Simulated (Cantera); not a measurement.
Input (Python, Cantera) and output of one run.

```python
import numpy as np
import cantera as ct

gas_names = """
    H HO2 H2 H2O H2O2 O OH O2 O3 Si SiH SiH2 SiH3 SiH4 SiO SiO2 Si2 Si3
""".split()
cond_names = """
    H2O(s) H2O(L) Si(cr) Si(L) SiO2(Lqz) SiO2(hqz) SiO2(L)
""".split()


# ... load() reads the species with a 1 bar reference pressure and builds the phases ...
atoms = {
    'Si': {'Si': 1},
    'O2': {'O': 2},
    'H2': {'H': 2},
}
top_T = {}  # K; cautious upper limits of use, not melting points


# ... equilibrate(T, P, feed) seeds the gas with the atoms and calls Mixture.equilibrate('TP', solver="vcs", rtol=1e-11, max_steps=5000) ...
results = []
T = 2073  # K
P = 101325  # Pa
for m in [0.0038, 0.0063, 0.011, 0.017, 0.029, 0.048, 0.081, 0.13, 0.22, 0.37, 0.62, 1]:
    feed = {'Si': 1, 'O2': m, 'H2': 88}  # mol
    mix = equilibrate(T, P, feed)
    results.append((T, P, feed, dict(zip(mix.species_names, mix.species_moles))))
    x = sorted(zip(gas.X, gas.species_names), reverse=True)
    print(f"T = {T:g} K  P = {P:g} Pa  n(O2) = {m:g} mol  gas = {mix.phase_moles(0):.4g} mol")
    print("   x: " + "  ".join(f"{s} {v:.3e}" for v, s in x if v > 1e-05))
    print("   condensed (mol): " + ("  ".join(f"{mix.phase(i).name} {mix.phase_moles(i):.4g}"
          for i in range(1, mix.n_phases) if mix.phase_moles(i) > 1e-12) or "none"))
```

Output:

```
T = 2073 K  P = 101325 Pa  n(O2) = 0.0038 mol  gas = 88.13 mol
   x: H2 9.970e-01  H 2.609e-03  SiH2 1.580e-04  Si 9.837e-05  SiO 8.618e-05  SiH 5.686e-05
   condensed (mol): Si(L) 0.9644
T = 2073 K  P = 101325 Pa  n(O2) = 0.0063 mol  gas = 88.14 mol
   x: H2 9.969e-01  H 2.609e-03  SiH2 1.580e-04  SiO 1.429e-04  Si 9.837e-05  SiH 5.686e-05
   condensed (mol): Si(L) 0.9594
T = 2073 K  P = 101325 Pa  n(O2) = 0.011 mol  gas = 88.15 mol
   x: H2 9.968e-01  H 2.609e-03  SiO 2.494e-04  SiH2 1.580e-04  Si 9.837e-05  SiH 5.685e-05
   condensed (mol): Si(L) 0.95
T = 2073 K  P = 101325 Pa  n(O2) = 0.017 mol  gas = 88.16 mol
   x: H2 9.967e-01  H 2.608e-03  SiO 3.854e-04  SiH2 1.579e-04  Si 9.837e-05  SiH 5.685e-05
   condensed (mol): Si(L) 0.938
T = 2073 K  P = 101325 Pa  n(O2) = 0.029 mol  gas = 88.18 mol
   x: H2 9.964e-01  H 2.608e-03  SiO 6.573e-04  SiH2 1.579e-04  Si 9.837e-05  SiH 5.684e-05
   condensed (mol): Si(L) 0.914
T = 2073 K  P = 101325 Pa  n(O2) = 0.048 mol  gas = 88.22 mol
   x: H2 9.960e-01  H 2.608e-03  SiO 1.088e-03  SiH2 1.578e-04  Si 9.837e-05  SiH 5.683e-05
   condensed (mol): Si(L) 0.876
T = 2073 K  P = 101325 Pa  n(O2) = 0.081 mol  gas = 88.29 mol
   x: H2 9.952e-01  H 2.607e-03  SiO 1.834e-03  SiH2 1.577e-04  Si 9.837e-05  SiH 5.681e-05
   condensed (mol): Si(L) 0.8101
T = 2073 K  P = 101325 Pa  n(O2) = 0.13 mol  gas = 88.39 mol
   x: H2 9.941e-01  SiO 2.940e-03  H 2.605e-03  SiH2 1.575e-04  Si 9.837e-05  SiH 5.678e-05
   condensed (mol): Si(L) 0.7121
T = 2073 K  P = 101325 Pa  n(O2) = 0.22 mol  gas = 88.57 mol
   x: H2 9.921e-01  SiO 4.965e-03  H 2.602e-03  SiH2 1.572e-04  Si 9.837e-05  SiH 5.672e-05
   condensed (mol): Si(L) 0.5322
T = 2073 K  P = 101325 Pa  n(O2) = 0.37 mol  gas = 88.87 mol
   x: H2 9.888e-01  SiO 8.322e-03  H 2.598e-03  SiH2 1.567e-04  Si 9.837e-05  SiH 5.662e-05
   condensed (mol): Si(L) 0.2323
T = 2073 K  P = 101325 Pa  n(O2) = 0.62 mol  gas = 89.12 mol
   x: H2 9.835e-01  SiO 1.122e-02  H2O 2.693e-03  H 2.591e-03
   condensed (mol): none
T = 2073 K  P = 101325 Pa  n(O2) = 1 mol  gas = 89.12 mol
   x: H2 9.750e-01  SiO 1.122e-02  H2O 1.122e-02  H 2.580e-03
   condensed (mol): none
```

Method: chemical equilibrium by Gibbs-energy minimisation in Cantera with the NASA 1993 tables (ideal gas, pure condensed phases). Gases not in the tables: Si2H6 and higher silanes.
